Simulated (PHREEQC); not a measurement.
Solution (25 °C): 0.0089 mol/kgw HF and 0.00028 mol/kgw CuSO4. Closed to the air; pH follows from the charge balance.

Model: ion-association model, phreeqc.dat, run in PHREEQC.

Each row changes one thing in this solution. No solid was allowed to form.

| case | pH | ionic strength (mol/kgw) | HF (mol/kgw) | F- (mol/kgw) | HF2- (mol/kgw) |
|---|---|---|---|---|---|
| as made | 2.68 | 0.00327 | 0.00657 | 0.00221 | 5.57e-5 |
| 0.0035 mol/kgw KHCO3 added | 3.12 | 0.00536 | 0.00449 | 0.00425 | 7.32e-5 |
| diluted 2-fold with water | 2.85 | 0.00200 | 0.00295 | 0.00147 | 1.66e-5 |
| diluted 10-fold with water | 3.30 | 0.000624 | 0.000374 | 0.000514 | 7.38e-7 |
| HF from 0.0089 to 0.0134 mol/kgw | 2.57 | 0.00387 | 0.0104 | 0.00277 | 0.000111 |
| CuSO4 left out | 2.67 | 0.00224 | 0.00661 | 0.00218 | 5.53e-5 |
| HF from 0.0089 to 0.00801 mol/kgw | 2.70 | 0.00314 | 0.00583 | 0.00208 | 4.66e-5 |
